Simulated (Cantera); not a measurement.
Cantera run:

```python
import numpy as np
import cantera as ct

gas_names = """
    H H2 H2S N NH NH2 NH3 N2 N2H2 N2H4 Ni NiS S SH SN S2 S8
""".split()
cond_names = """
    Ni(cr) Ni(L) NiS(b) NiS(a) NiS(L) NiS2(s) NiS2(L) Ni3S2(I) Ni3S2(II) Ni3S2(L) Ni3S4(s) S(cr1) S(cr2)
    S(L)
""".split()


# ... load() reads the species with a 1 bar reference pressure and builds the phases ...
atoms = {
    'NiS': {'Ni': 1, 'S': 1},
    'H2': {'H': 2},
    'N2': {'N': 2},
}
top_T = {'Ni3S4(s)': 620}  # K; cautious upper limits of use, not melting points


# ... equilibrate(T, P, feed) seeds the gas with the atoms and calls Mixture.equilibrate('TP', solver="vcs", rtol=1e-11, max_steps=5000) ...
results = []
feed = {'NiS': 1, 'H2': 1100, 'N2': 3.2}  # mol
for P in [10, 36, 130, 460, 1700, 6000, 22000, 77000, 280000, 1000000]:
    for T in [1323, 1423, 1523, 1623, 1723, 1823, 1923, 2023, 2123]:
        mix = equilibrate(T, P, feed)
        results.append((T, P, feed, dict(zip(mix.species_names, mix.species_moles))))

for T, P, feed, n in results:
    print(f"{T:7g} {P:10.4g}  " + (" + ".join(c for c in cond_names if n.get(c, 0) > 1e-12) or "gas only"))
```

Result:

```
   1323         10  Ni(cr)
   1423         10  Ni(cr)
   1523         10  Ni(cr)
   1623         10  gas only
   1723         10  gas only
   1823         10  gas only
   1923         10  gas only
   2023         10  gas only
   2123         10  gas only
   1323         36  Ni(cr)
   1423         36  Ni(cr)
   1523         36  Ni(cr)
   1623         36  gas only
   1723         36  gas only
   1823         36  gas only
   1923         36  gas only
   2023         36  gas only
   2123         36  gas only
   1323        130  Ni(cr)
   1423        130  Ni(cr)
   1523        130  Ni(cr)
   1623        130  Ni(cr)
   1723        130  gas only
   1823        130  gas only
   1923        130  gas only
   2023        130  gas only
   2123        130  gas only
   1323        460  Ni(cr)
   1423        460  Ni(cr)
   1523        460  Ni(cr)
   1623        460  Ni(cr)
   1723        460  Ni(cr)
   1823        460  gas only
   1923        460  gas only
   2023        460  gas only
   2123        460  gas only
   1323       1700  Ni(cr)
   1423       1700  Ni(cr)
   1523       1700  Ni(cr)
   1623       1700  Ni(cr)
   1723       1700  Ni(cr)
   1823       1700  gas only
   1923       1700  gas only
   2023       1700  gas only
   2123       1700  gas only
   1323       6000  Ni(cr)
   1423       6000  Ni(cr)
   1523       6000  Ni(cr)
   1623       6000  Ni(cr)
   1723       6000  Ni(cr)
   1823       6000  Ni(L)
   1923       6000  gas only
   2023       6000  gas only
   2123       6000  gas only
   1323    2.2e+04  Ni(cr)
   1423    2.2e+04  Ni(cr)
   1523    2.2e+04  Ni(cr)
   1623    2.2e+04  Ni(cr)
   1723    2.2e+04  Ni(cr)
   1823    2.2e+04  Ni(L)
   1923    2.2e+04  Ni(L)
   2023    2.2e+04  gas only
   2123    2.2e+04  gas only
   1323    7.7e+04  Ni(cr)
   1423    7.7e+04  Ni(cr)
   1523    7.7e+04  Ni(cr)
   1623    7.7e+04  Ni(cr)
   1723    7.7e+04  Ni(cr)
   1823    7.7e+04  Ni(L)
   1923    7.7e+04  Ni(L)
   2023    7.7e+04  Ni(L)
   2123    7.7e+04  gas only
   1323    2.8e+05  Ni(cr)
   1423    2.8e+05  Ni(cr)
   1523    2.8e+05  Ni(cr)
   1623    2.8e+05  Ni(cr)
   1723    2.8e+05  Ni(cr)
   1823    2.8e+05  Ni(L)
   1923    2.8e+05  Ni(L)
   2023    2.8e+05  Ni(L)
   2123    2.8e+05  Ni(L)
   1323      1e+06  Ni(cr)
   1423      1e+06  Ni(cr)
   1523      1e+06  Ni(cr)
   1623      1e+06  Ni(cr)
   1723      1e+06  Ni(cr)
   1823      1e+06  Ni(L)
   1923      1e+06  Ni(L)
   2023      1e+06  Ni(L)
   2123      1e+06  Ni(L)
```

Method: chemical equilibrium by Gibbs-energy minimisation in Cantera with the NASA 1993 tables (ideal gas, pure condensed phases).
